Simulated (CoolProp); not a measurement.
A single-stage vapour-compression cycle with R143a: evaporating at 281.15 K (dew point), condensing at 311.15 K (bubble point), superheat 0 K, subcooling 8 K, compressor efficiency 0.75, no pressure losses. Each further row changes one setting.

Computed with CoolProp (reference Helmholtz-energy equation of state, Lemmon and Jacobsen 2000).

```
case                              cooling COP  pressure ratio  discharge temperature (K)  refrigerating effect (kJ/kg)  volumetric capacity (kJ/m³)
--------------------------------  -----------  --------------  -------------------------  ----------------------------  ---------------------------
as stated                                6.08            2.21                      320.2                           144                         5040
evaporating temperature 286.15 K         7.60            1.92                      318.6                           147                         5950
condensing temperature 306.15 K          7.57            1.96                      313.8                           153                         5330
subcooling 13 K                          6.43            2.21                      320.2                           153                         5340
superheat 10 K                           6.09            2.21                      329.9                           156                         5090
compressor efficiency 0.65               5.27            2.21                      322.8                           144                         5040
```
